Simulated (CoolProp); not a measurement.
A Linde-Hampson liquefier for oxygen: isothermal reversible compression at 250 K from 1 atm to 25 MPa, throttling to 1 atm, return gas leaving the recuperator 5 K below the feed. Each further row changes one setting.

The numbers come from the reference Helmholtz-energy equation of state, Schmidt 1985 in CoolProp.

| case | liquid yield per pass | compression work (kJ/kg of gas) |
|---|---|---|
| as stated | 0.194 | 341 |
| high pressure 50 MPa | 0.238 | 385 |
| warm-end temperature 280 K | 0.139 | 390 |
| warm-end gap 10 K | 0.184 | 341 |
